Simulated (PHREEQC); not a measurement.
A solution holds 0.07 mol MgSO4 per kg of water, at 45 °C. Closed to the air; pH follows from the charge balance.

All values are PHREEQC results (ion-association model, phreeqc.dat), not measurements.

```json
[
 {"quantity": "pH", "before": "6.50", "after": "6.67"},
 {"quantity": "ionic strength (mol/kgw)", "before": "0.117", "after": "0.00244"},
 {"quantity": "SO4-2 (mol/kgw)", "before": "0.0292", "after": "0.000609"},
 {"quantity": "HSO4- (mol/kgw)", "before": "6.46e-7", "after": "1.73e-8"}
]
```

Question: Name the change that produced these shifts.
A. diluted 5-fold with water
B. diluted 100-fold with water
C. MgSO4 from 0.07 to 0.007 mol/kgw
D. temperature from 45 to 30 °C
E. MgSO4 replaced by NH4HSO4 at the same molality

Answer: B, diluted 100-fold with water

This is a speciation only: nothing precipitates in the calculation. Constants without temperature data keep their 25 °C values here.
